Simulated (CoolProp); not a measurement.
Properties of R1336mzz(Z) along the isobar 101 kPa.

Computed with CoolProp (reference Helmholtz-energy equation of state, McLinden 2020).

```
T (°C)   phase       Z  speed of sound (m/s)  Joule-Thomson coefficient (K/MPa)  isothermal compressibility (1/MPa)  expansivity (1/kK)  fugacity coefficient
------  ------  ------  --------------------  ---------------------------------  ----------------------------------  ------------------  --------------------
26.35   liquid       ?                 622.2                            -0.2539                            0.002566               1.927                     ?
44.55      gas  0.9551                 125.7                                  ?                               10.39               3.752                     ?
62.75      gas  0.9641                 130.1                              25.62                                   ?               3.416                0.9653
81.05      gas       ?                 134.2                              20.82                               10.21               3.151                     ?
99.25      gas  0.9759                 138.1                              17.29                               10.15               2.936                0.9764
117.45     gas  0.9798                 141.9                              14.62                               10.11               2.756                0.9802
135.75     gas  0.9830                 145.5                              12.55                               10.07               2.602                0.9832
153.95     gas  0.9855                 148.9                              10.94                               10.05               2.469                0.9857
172.15     gas  0.9876                 152.3                              9.647                               10.03               2.351                0.9877
190.35     gas  0.9893                 155.5                              8.590                               10.01               2.245                0.9894
208.65     gas  0.9908                 158.7                              7.706                               9.994               2.149                0.9908
226.85     gas  0.9920                     ?                              6.962                               9.981               2.063                0.9921
```

Question: Fill in the missing entries.

Answer: 
- 26.35, Z: 0.004888
- 26.35, fugacity coefficient: 0.7367
- 44.55, Joule-Thomson coefficient (K/MPa): 32.14
- 44.55, fugacity coefficient: 0.9571
- 62.75, isothermal compressibility (1/MPa): 10.28
- 81.05, Z: 0.9708
- 81.05, fugacity coefficient: 0.9716
- 226.85, speed of sound (m/s): 161.8
